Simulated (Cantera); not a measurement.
Carbothermic reduction: SiO₂ + C + N₂

A closed system holds: 1 mol SiO₂, a varied amount of C, 0.29 mol N₂, at 2475 K and 61.0 Pa.

Equilibrium computed with Cantera from the NASA thermochemical tables; the gas is ideal and each condensed phase is pure. Candidate condensed phases: C, Si, SiC, SiO₂, Si₂N₂O, Si₃N₄; 34 gas species. The tables' values for SiO₂, SiN are old estimates; treat these amounts as uncertain. Equilibrium is a limit: real reactors are often held back by kinetics, nucleation or transport.

From 0.69 mol C to 2 mol C nothing is condensed. From 2.4 mol C to 5.5 mol C the condensed part is C(graphite). The main Si-bearing gas is SiO at 0.69 mol C and Si at 5.5 mol C.

```
n(C) (mol)  log p CO  log p SiO  log p Si  log p N₂  log p O  log p SiC₂  log p CO₂  log p O₂  n C(graphite)
----------  --------  ---------  --------  --------  -------  ----------  ---------  --------  -------------
0.69           -3.76      -3.55     -9.35     -4.09    -4.37        <-15      -4.74     -4.95              0
0.85           -3.66      -3.56     -9.07     -4.10    -4.66        <-15      -4.93     -5.53              0
1              -3.57      -3.57     -6.75     -4.11    -6.99        <-15      -7.18    -10.19              0
1.3            -3.51      -3.78     -4.15     -4.17    -9.79       -9.73      -9.92      <-15              0
1.6            -3.47      -4.07     -3.90     -4.21   -10.34       -8.30     -10.42      <-15              0
2              -3.43      -5.18     -3.76     -4.27   -11.59       -5.58     -11.64      <-15              0
2.4            -3.43      -5.87     -3.84     -4.27   -12.19       -4.46     -12.23      <-15        0.00866
3              -3.43      -5.87     -3.84     -4.27   -12.19       -4.46     -12.23      <-15          0.609
3.6            -3.43      -5.87     -3.84     -4.27   -12.19       -4.46     -12.23      <-15           1.21
4.5            -3.43      -5.87     -3.84     -4.27   -12.19       -4.46     -12.23      <-15           2.11
5.5            -3.43      -5.87     -3.84     -4.27   -12.19       -4.46     -12.23      <-15           3.11
```
log p: log10 of the partial pressure in bar; n: condensed amount in mol.
